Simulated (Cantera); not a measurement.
Charge: 1 mol Fe, 9.2 mol CO, 6.3 mol H2, held at 1025 K and 750 Torr.

Method: chemical equilibrium by Gibbs-energy minimisation in Cantera with the NASA 1993 tables (ideal gas, pure condensed phases). Candidate condensed phases: C, C6H6, C7H8, C8H18, Fe, Fe(CO)5, FeO, Fe(OH)2, Fe(OH)3, Fe2O3, Fe3O4, H2O; 114 gas species. Condensed phases not in the tables: cementite and carbon dissolved in iron. The numbers say what is thermodynamically allowed, not how fast it happens.

Base state: CO 0.472, H2 0.391, CO2 0.0768, H2O 0.0490, CH4 0.0112 (mole fractions); condensed: C(graphite) + Fe(α).

Task: What changes in the equilibrium state with this change: CO from 9.2 to 3.5 mol?

Result: 
```tsv
species	before	after
H2	0.391	0.608
CO	0.472	0.289
H2O	0.0490	0.0467
CO2	0.0768	0.0288
CH4	0.0112	0.0272
C(graphite), mol	1.56	0.430
Fe(α), mol	1.00	1.00
```

Task: What changes in the equilibrium state with this change: pressure from 750 Torr to 8250 Torr?

Result: 
| species | before | after |
|---|---|---|
| H2 | 0.391 | 0.297 |
| CO | 0.472 | 0.231 |
| CO2 | 0.0768 | 0.201 |
| H2O | 0.0490 | 0.200 |
| CH4 | 0.0112 | 0.0714 |
| C(graphite), mol | 1.56 | 4.25 |
| Fe(α), mol | 1.00 | 0 |
| FeO(s), mol | 0 | 1.00 |
The tables' stoichiometric FeO is somewhat more stable than real wüstite, so its field is too wide. FeO: taken at fixed stoichiometry.

Task: What changes in the equilibrium state with this change: CO from 9.2 to 0.59 mol?

Result: 
| species | before | after |
|---|---|---|
| H2 | 0.391 | 0.882 |
| CO | 0.472 | 0.0590 |
| CH4 | 0.0112 | 0.0293 |
| CO2 | 0.0768 | 0.00234 |
| H2O | 0.0490 | 0.0270 |
| C(graphite), mol | 1.56 | 0 |
| Fe(α), mol | 1.00 | 1.00 |
